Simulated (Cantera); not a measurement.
Equilibrium for hydrogen reduction and annealing atmospheres: NiS + H2

Charge: 1 mol NiS, 3.3 mol H2, equilibrated at 73.0 Pa.

Equilibrium computed with Cantera from the NASA thermochemical tables; the gas is ideal and each condensed phase is pure. Candidate condensed phases: Ni, NiS, NiS2, Ni3S2, Ni3S4, S; 9 gas species. Metal and sulfide melt together well below either melting point, which pure phases cannot show. Mutual solubility and eutectic melting of coexisting phases are not modelled. Gases not in the tables: S3 to S7. Equilibrium is a limit: real reactors are often held back by kinetics, nucleation or transport.

From 375 °C to 775 °C the condensed part is Ni3S2(s). From 875 °C to 1275 °C the condensed part is Ni3S2(l). At 1375 °C the condensed part is Ni(s) + Ni3S2(l). At 1475 °C the condensed part is Ni(l).

| T (°C) | x H2 | x S2 | x H2S | x SH | x Ni | n Ni3S2(s) | n Ni3S2(l) | n Ni(s) | n Ni(l) |
|---|---|---|---|---|---|---|---|---|---|
| 375 | 0.899 | 8.36e-9 | 0.101 | 5.35e-10 | <1e-12 | 0.333 | 0 | 0 | 0 |
| 475 | 0.899 | 6.73e-7 | 0.101 | 3.08e-8 | <1e-12 | 0.333 | 0 | 0 | 0 |
| 575 | 0.899 | 1.97e-5 | 0.101 | 6.89e-7 | <1e-12 | 0.333 | 0 | 0 | 0 |
| 675 | 0.899 | 0.000283 | 0.100 | 7.99e-6 | <1e-12 | 0.333 | 0 | 0 | 0 |
| 775 | 0.901 | 0.00228 | 0.0962 | 5.60e-5 | 3.61e-12 | 0.333 | 0 | 0 | 0 |
| 875 | 0.910 | 0.00955 | 0.0807 | 0.000243 | 3.62e-10 | 0 | 0.333 | 0 | 0 |
| 975 | 0.922 | 0.0208 | 0.0566 | 0.000674 | 1.94e-8 | 0 | 0.333 | 0 | 0 |
| 1075 | 0.932 | 0.0302 | 0.0361 | 0.00139 | 6.22e-7 | 0 | 0.333 | 0 | 0 |
| 1175 | 0.938 | 0.0360 | 0.0227 | 0.00240 | 1.27e-5 | 0 | 0.333 | 0 | 0 |
| 1275 | 0.941 | 0.0390 | 0.0146 | 0.00373 | 0.000179 | 0 | 0.333 | 0 | 0 |
| 1375 | 0.893 | 0.0796 | 0.0129 | 0.00737 | 0.00145 | 0 | 0.170 | 0.483 | 0 |
| 1475 | 0.839 | 0.115 | 0.00994 | 0.0117 | 0.00818 | 0 | 0 | 0 | 0.956 |
x: gas mole fraction; n: condensed amount in mol.
